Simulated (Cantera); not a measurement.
Input: 1 mol TiO₂, 1.5 mol C, 0.11 mol H₂, equilibrated at 1477 °C and 0.100 bar.

Method: chemical equilibrium by Gibbs-energy minimisation in Cantera with the NASA 1993 tables (ideal gas, pure condensed phases). Candidate condensed phases: C, C₆H₆, C₇H₈, C₈H₁₈, H₂O, Ti, TiC, TiO, TiO₂, Ti₂O₃, Ti₃O₅, Ti₄O₇; 113 gas species. Mutual solubility and eutectic melting of coexisting phases are not modelled. TiC: taken at fixed stoichiometry. Rates play no part.

Problem. What is the equilibrium state?

Solution. 
* **x(CO)**: 0.909
* **x(H₂)**: 0.0908
* **x(H)**: 0.000222
* **x(CO₂)**: 9.13e-5
* **x(H₂O)**: 3.30e-5
* **n(TiC(s))**: 0.400 mol
* **n(Ti₂O₃(s))**: 0.300 mol
* **gas amount**: 1.210 mol
* **log10 activity of Ti₃O₅(s) (absent)**: -0.28
* **log10 activity of Ti₄O₇(s) (absent)**: -1.00
* **log10 activity of C(graphite) (absent)**: -1.04
